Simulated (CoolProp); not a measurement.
Values from CoolProp's reference Helmholtz-energy equation of state, Lemmon 2006. It is a short technical equation, of lower accuracy than the large ones.

Question: For acetone, give the phase and the Z, cv (kJ/(kg K)), speed of sound (m/s), Joule-Thomson coefficient (K/MPa) at 422.9 K and 6.13 MPa.

Answer: 
- 422.9 K and 6.13 MPa: liquid; Z 0.159, cv 1.81, speed of sound 676, Joule-Thomson coefficient -0.00237
